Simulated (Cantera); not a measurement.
## NO annealing gas

An isothermal, constant-pressure homogeneous reactor starts with NO : N₂ = 1 : 14 (molar parts), at 2075 K and 0.133 bar.

Model: GRI-Mech 3.0 (53 species, 325 reactions), integrated in Cantera.

```json
[
 {"t (s)": "2.00e-5", "x NO": "0.0667", "x N₂O": "2.31e-8", "x O": "2.34e-8", "x N₂": "0.933", "x NO₂": "2.03e-11"},
 {"t (s)": "0.000112", "x NO": "0.0667", "x N₂O": "1.27e-7", "x O": "1.34e-7", "x N₂": "0.933", "x NO₂": "5.86e-10"},
 {"t (s)": "0.000632", "x NO": "0.0667", "x N₂O": "6.25e-7", "x O": "8.34e-7", "x N₂": "0.933", "x NO₂": "1.23e-8"},
 {"t (s)": "0.00356", "x NO": "0.0667", "x N₂O": "1.86e-6", "x O": "6.26e-6", "x N₂": "0.933", "x NO₂": "1.43e-7"},
 {"t (s)": "0.0200", "x NO": "0.0666", "x N₂O": "2.17e-6", "x O": "4.14e-5", "x N₂": "0.933", "x NO₂": "9.95e-7"},
 {"t (s)": "0.112", "x NO": "0.0660", "x N₂O": "2.09e-6", "x O": "0.000126", "x N₂": "0.934", "x NO₂": "2.88e-6"},
 {"t (s)": "0.632", "x NO": "0.0619", "x N₂O": "1.82e-6", "x O": "0.000194", "x N₂": "0.936", "x NO₂": "4.29e-6"},
 {"t (s)": "3.56", "x NO": "0.0345", "x N₂O": "5.84e-7", "x O": "0.000415", "x N₂": "0.949", "x NO₂": "5.34e-6"},
 {"t (s)": "20.0", "x NO": "0.00419", "x N₂O": "9.07e-8", "x O": "0.000565", "x N₂": "0.964", "x NO₂": "8.96e-7"}
]
```
x: mole fraction; the columns are a selection and need not sum to one.

Equilibrium at this temperature and pressure: NO 0.00399, N₂O 9.02e-8, O 0.000566, N₂ 0.964, NO₂ 8.55e-7 (gas phase only).
